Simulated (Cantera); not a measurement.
**Ignition delay**

Mixture: 6.38 % CH₄, 19.6 % O₂, 74.0 % N₂, at 1.01 bar, adiabatic and at constant volume. Ignition delay is the time to a rise of 400 K.

Cantera simulation using GRI-Mech 3.0 (53 species, 325 reactions); the numbers are that mechanism's predictions, not measurements.

```csv
T0 (K),delay (ms)
1025,554
1075,239
1125,107
1175,50.2
1225,24.5
1275,12.4
```

```json
{
  "apparent activation energy between 1175 and 1275 K": "170 kJ/mol"
}
```
